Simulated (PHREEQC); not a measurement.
## Polishing slurry liquid: speciation

A solution holds 12 mmol/kgw HNO3 and 73 mmol/kgw KNO3, at 25 °C. Closed to the air; pH follows from the charge balance.

Computed with PHREEQC (ion-association model, phreeqc.dat).

| Quantity | Value |
|---|---|
| pH | 2.00 |
| ionic strength | 0.0850 mol/kgw |
| specific conductance | 13200 µS/cm |
| density | 1.002 g/cm³ |
| total alkalinity | -12.0 meq/kg |

```json
[
 {"species": "NO3-", "molality": "0.0850", "activity": "0.0651", "log γ": "-0.116"},
 {"species": "K+", "molality": "0.0730", "activity": "0.0566", "log γ": "-0.110"},
 {"species": "H+", "molality": "0.0120", "activity": "0.00998", "log γ": "-0.080"}
]
```

No solid was allowed to form.
